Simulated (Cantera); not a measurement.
Source: NASA polynomial tables (part measured, part estimated), evaluated in Cantera. Values are per mole of reaction as written; species without (g) are pure solids or liquids, kept so even where they would boil at 1 bar.

S + 2 Na → Na2S, with ΔH° = -366.1 kJ and ΔS° = -38.4 J/K at 300 K.

Problem. How far is the shortcut ΔG° ≈ ΔH°(300 K) − T·ΔS°(300 K) from the full temperature-dependent value at 825, 875, 925, 975, 1025, 1075 K?

Solution. 
```tsv
T (K)	shortcut (kJ)	full (kJ)	difference (kJ)	difference in log10 K	condensed phases
825	-334.4	-323.3	-11.1	0.70	S(l), Na(l), Na2S(s)
875	-332.5	-320.1	-12.4	0.74	S(l), Na(l), Na2S(s)
925	-330.6	-316.8	-13.7	0.78	S(l), Na(l), Na2S(s)
975	-328.7	-313.6	-15.0	0.81	S(l), Na(l), Na2S(s)
1025	-326.7	-310.4	-16.4	0.83	S(l), Na(l), Na2S(s)
1075	-324.8	-307.1	-17.7	0.86	S(l), Na(l), Na2S(s)
```
The shortcut ignores heat capacities and the phase changes listed.
